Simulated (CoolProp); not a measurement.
Vapour-liquid equilibrium of ethanol (1) + hexamethyldisiloxane (MM) (2) at 436.3 K; x and y are mole fractions of (1).

Model: multi-fluid Helmholtz-energy mixture model, Schroeder 2014 and Thol 2016; pair parameters Bell 2016, in CoolProp.

| x | bubble pressure (kPa) | y at the bubble point | dew pressure at overall composition x (kPa) | liquid density (mol/L) |
|---|---|---|---|---|
| 0.05 | 576.9 | 0.199 | 487.1 | 3.763 |
| 0.125 | 716.8 | 0.368 | 529.1 | 3.982 |
| 0.2 | 827.0 | 0.469 | 577.5 | 4.235 |
| 0.275 | 915.7 | 0.539 | 633.8 | 4.528 |
| 0.35 | 989.1 | 0.593 | 699.5 | 4.873 |
| 0.425 | 1052 | 0.639 | 776.4 | 5.282 |
| 0.5 | 1106 | 0.681 | 865.3 | 5.770 |
| 0.575 | 1155 | 0.722 | 964.3 | 6.359 |
| 0.65 | 1199 | 0.763 | 1066 | 7.076 |
| 0.725 | 1239 | 0.806 | 1159 | 7.955 |
| 0.8 | 1275 | 0.853 | 1234 | 9.046 |
| 0.875 | 1308 | 0.904 | 1290 | 10.42 |
| 0.95 | 1337 | 0.961 | 1332 | 12.17 |

No azeotrope shows between x = 0.05 and 0.95.

The pair parameters rest on a limited set of measurements; away from them the model extrapolates.
